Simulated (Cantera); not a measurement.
A perfectly stirred reactor is fed with NO : N2 = 1 : 0.12 (molar parts), at 975 Torr; it is held at 2173 K, and followed from long to short residence time.

Cantera simulation using GRI-Mech 3.0 (53 species, 325 reactions); the numbers are that mechanism's predictions, not measurements.

Task: What does this change do: temperature 2173 to 2125 K?

Result: 
```json
[
 {"quantity": "x(NO) at τ = 25.0 s", "before": "0.0220", "after": "0.0249"},
 {"quantity": "x(N2) at τ = 25.0 s", "before": "0.542", "after": "0.541"},
 {"quantity": "x(O) at τ = 25.0 s", "before": "0.00132", "after": "0.000960"},
 {"quantity": "x(NO2) at τ = 25.0 s", "before": "4.77e-5", "after": "5.77e-5"},
 {"quantity": "x(O2) at τ = 25.0 s", "before": "0.434", "after": "0.433"},
 {"quantity": "x(NO) at τ = 89.0 ms", "before": "0.442", "after": "0.529"},
 {"quantity": "x(N2) at τ = 89.0 ms", "before": "0.332", "after": "0.289"},
 {"quantity": "x(O) at τ = 89.0 ms", "before": "0.000977", "after": "0.000644"},
 {"quantity": "x(NO2) at τ = 89.0 ms", "before": "0.000695", "after": "0.000805"},
 {"quantity": "x(O2) at τ = 89.0 ms", "before": "0.224", "after": "0.181"}
]
```

Task: What does this change do: temperature 2173 to 1900 K?

Result: 
```tsv
quantity	before	after
x(NO) at τ = 25.0 s	0.0220	0.0877
x(N2) at τ = 25.0 s	0.542	0.510
x(O) at τ = 25.0 s	0.00132	0.000167
x(NO2) at τ = 25.0 s	4.77e-5	0.000284
x(O2) at τ = 25.0 s	0.434	0.402
x(NO) at τ = 89.0 ms	0.442	0.803
x(N2) at τ = 89.0 ms	0.332	0.152
x(O) at τ = 89.0 ms	0.000977	6.37e-5
x(NO2) at τ = 89.0 ms	0.000695	0.000944
x(O2) at τ = 89.0 ms	0.224	0.0442
```

Task: What does this change do: pressure from 975 Torr to 600 Torr?

Result: 
```csv
quantity,before,after
x(NO) at τ = 25.0 s,0.0220,0.0239
x(N2) at τ = 25.0 s,0.542,0.541
x(O) at τ = 25.0 s,0.00132,0.00168
x(NO2) at τ = 25.0 s,4.77e-5,4.06e-5
x(O2) at τ = 25.0 s,0.434,0.433
x(NO) at τ = 89.0 ms,0.442,0.511
x(N2) at τ = 89.0 ms,0.332,0.298
x(O) at τ = 89.0 ms,0.000977,0.00116
x(NO2) at τ = 89.0 ms,0.000695,0.000581
x(O2) at τ = 89.0 ms,0.224,0.190
```
